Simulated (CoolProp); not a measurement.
Propane at 298.15 K and 1.63 MPa is throttled through a valve to 0.882 MPa with no heat exchange. Each further row changes one setting.

The numbers come from the reference Helmholtz-energy equation of state, Lemmon 2009 in CoolProp.

```
case                       temperature change (K)                       final phase  final density (kg/m³)
-------------------------  ----------------------  --------------------------------  ---------------------
as stated                                    -3.0  two-phase, vapour fraction 0.024                    312
outlet pressure 0.265 MPa                   -42.7  two-phase, vapour fraction 0.272                   21.2
outlet pressure 1.15 MPa                     +0.0                            liquid                    493
```
